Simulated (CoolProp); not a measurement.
Vapour-liquid equilibrium of R227EA (1) + isobutane (2) at 72.35 °C; x and y are mole fractions of (1).

Model: multi-fluid Helmholtz-energy mixture model, Lemmon 2016 and Bücker 2006; pair parameters Bell 2016, in CoolProp.

```json
[
 {"x": "0.05", "bubble pressure (MPa)": "?", "y at the bubble point": "0.123", "dew pressure at overall composition x (MPa)": "1.199", "liquid density (mol/L)": "8.145"},
 {"x": "0.2", "bubble pressure (MPa)": "1.563", "y at the bubble point": "0.329", "dew pressure at overall composition x (MPa)": "1.384", "liquid density (mol/L)": "7.667"},
 {"x": "0.35", "bubble pressure (MPa)": "1.712", "y at the bubble point": "0.446", "dew pressure at overall composition x (MPa)": "1.592", "liquid density (mol/L)": "7.246"},
 {"x": "0.5", "bubble pressure (MPa)": "?", "y at the bubble point": "0.542", "dew pressure at overall composition x (MPa)": "1.762", "liquid density (mol/L)": "6.918"},
 {"x": "0.65", "bubble pressure (MPa)": "1.809", "y at the bubble point": "?", "dew pressure at overall composition x (MPa)": "1.808", "liquid density (mol/L)": "6.714"},
 {"x": "0.8", "bubble pressure (MPa)": "1.763", "y at the bubble point": "0.765", "dew pressure at overall composition x (MPa)": "1.740", "liquid density (mol/L)": "6.640"},
 {"x": "0.95", "bubble pressure (MPa)": "1.634", "y at the bubble point": "0.929", "dew pressure at overall composition x (MPa)": "1.615", "liquid density (mol/L)": "6.665"}
]
```

**Question.** Fill in the missing entries.

**Answer.** 
- 0.05, bubble pressure (MPa): 1.285
- 0.5, bubble pressure (MPa): 1.789
- 0.65, y at the bubble point: 0.643

y crosses x between x = 0.5 and 0.65: the model has an azeotrope there.

Pair parameters are fitted to limited data, so mixtures are less certain than the pure fluids.
